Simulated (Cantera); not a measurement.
A closed system holds: 1 mol Fe(CO)5, 0.27 mol H2, 7.2 mol N2, held at 22.0 Pa.

Equilibrium computed with Cantera from the NASA thermochemical tables; the gas is ideal and each condensed phase is pure. Candidate condensed phases: C, C6H6, C7H8, C8H18, Fe, Fe(CO)5, FeO, Fe(OH)2, Fe(OH)3, Fe2O3, Fe3O4, H2O; 140 gas species. Kinetics and transport are ignored.

Question: At 775 °C, list the 3 most abundant gas species with their mole fractions, and the condensed phases.

Answer: N2 0.577, CO 0.401, H2 0.0217. Condensed: Fe(α).
